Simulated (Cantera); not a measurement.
Charge: 1 mol Si, 3.1 mol HBr, 41 mol N2, equilibrated at 1050 K and 0.133 bar.

These are equilibrium values from Cantera (NASA tables, ideal gas, pure condensed phases), not measurements of a reactor. Candidate condensed phases: Br2, Si, Si3N4; 28 gas species. N2 is the only nitrogen source here; it is nearly inert below about 1500 K, so the nitride shown seldom forms there in practice. Kinetics and transport are ignored.

Base state: N2 0.932, HBr 0.0583, H2 0.00658, SiBr4 0.00328, Br 1.81e-5 (mole fractions); condensed: Si3N4(s).

Question: What changes in the equilibrium state with this change: HBr from 3.1 to 1.8 mol?

Answer: 
```json
[
 {"species": "N2", "before": "0.932", "after": "0.959"},
 {"species": "HBr", "before": "0.0583", "after": "0.0359"},
 {"species": "H2", "before": "0.00658", "after": "0.00343"},
 {"species": "SiBr4", "before": "0.00328", "after": "0.00171"},
 {"species": "Br", "before": "1.81e-5", "after": "1.54e-5"},
 {"species": "Si3N4(s), mol", "before": "0.286", "after": "0.309"}
]
```
